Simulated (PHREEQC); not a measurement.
## Polishing slurry liquid: speciation

Make-up at 15 °C: 16 mmol/kgw H2SO4 and 71 mmol/kgw Fe(NO3)3. Closed to the air; pH follows from the charge balance.

Computed with PHREEQC (ion-association model, wateq4f.dat).

Precipitation was switched off in this run.

Question: What pH, ionic strength does the model give?

Answer: pH 1.55; ionic strength 0.383 mol/kgw.

Question: In which forms is Fe present?

Answer: Fe+3 69 %, FeSO4+ 17 %, Fe2(OH)2+4 6.3 %, FeOH+2 3.6 %, FeHSO4+2 3.2 % of the Fe.

The solution is supersaturated, for example in Hematite (slow to form), Goethite (slow to form), so a real one may precipitate; this is no full list. Species that the database lacks are ignored.
